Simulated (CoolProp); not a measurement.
A single-stage vapour-compression cycle with the fluid: evaporating at 228.15 K (dew point), condensing at 258.15 K (bubble point), superheat 5 K, subcooling 2 K, compressor efficiency 0.7, no pressure losses. The same conditions are run with several fluids, on thermodynamics alone (safety and materials aside).

The numbers come from the reference Helmholtz-energy equation of state of each fluid (carbonyl sulfide: Lemmon 2006; R125: Lemmon 2005; nitrous oxide: Lemmon 2006; C3F8 (R218): Lemmon 2006; CH3F (R41): Lemmon 2006; R134a: Tillner-Roth 1994) in CoolProp.

### Question
Rank carbonyl sulfide, R125, nitrous oxide, C3F8 (R218), CH3F (R41), R134a by cooling COP, highest first.

### Answer
R134a (4.81), carbonyl sulfide (4.73), R125 (4.69), C3F8 (R218) (4.55), CH3F (R41) (4.51), nitrous oxide (4.41)

```tsv
fluid	pressure ratio	discharge temperature (K)	refrigerating effect (kJ/kg)	volumetric capacity (kJ/m³)
carbonyl sulfide	3.17	322.2	275	1120
R125	3.44	277.3	134	1020
nitrous oxide	2.66	311.7	270	5350
C3F8 (R218)	3.59	262.8	83.9	581
CH3F (R41)	2.80	314.8	379	3520
R134a	4.19	288.9	197	414
```
